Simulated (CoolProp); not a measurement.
Octamethyltrisiloxane (MDM) along the isotherm 575 K: density (kg/m³) from the reference equation and from simpler models built on Tc = 565.4 K, pc = 1.438 MPa, ω = 0.528; each cubic takes its own stable root.

The numbers come from the reference Helmholtz-energy equation of state, Thol 2017 in CoolProp.

| p (MPa) | phase | reference |
|---|---|---|
| 0.0479 | gas | 2.395 |
| 0.0958 | gas | 4.842 |
| 0.144 | gas | 7.360 |
| 0.192 | gas | 9.927 |
| 0.24 | gas | 12.56 |
| 0.288 | gas | 15.25 |
| 0.335 | gas | 17.96 |
| 0.383 | gas | 20.81 |
| 0.431 | gas | 23.73 |
| 0.479 | gas | 26.75 |
| 0.527 | gas | 29.86 |
| 0.575 | gas | 33.08 |
| 0.623 | gas | 36.41 |
| 0.671 | gas | 39.86 |
| 0.719 | gas | 43.45 |

**Question.** How far does each simpler model (van der Waals, Soave-Redlich-Kwong, Peng-Robinson) lie from the reference over these 15 states: mean and median of the absolute difference, and the worst?

**Answer.** 
- van der Waals: mean 0.9 %, median 0.9 %, worst -2.0 % at 575 K and 0.719 MPa
- Soave-Redlich-Kwong: mean 0.1 %, median 0.1 %, worst -0.2 % at 575 K and 0.719 MPa
- Peng-Robinson: mean 1.1 %, median 1.2 %, worst +2.0 % at 575 K and 0.719 MPa
